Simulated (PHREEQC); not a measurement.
Consider water at 20 °C and 100 atm with 0.00058 mol CaSO4, 3.9e-06 mol CO2 and 0.0018 mol NaCl per kg of water. Closed to the air; pH follows from the charge balance.

The numbers come from PHREEQC with the ion-association model, phreeqc.dat.

Precipitation was switched off in this run.

**Question.** Predict the pH.

**Answer.** pH 5.96.

**Question.** In which forms is S present?

**Answer.** SO4-2 94 %, CaSO4 5.0 %, NaSO4- 0.6 % of the S.

Under pressure, the constants of complexes without a molar volume in the database are unreliable.
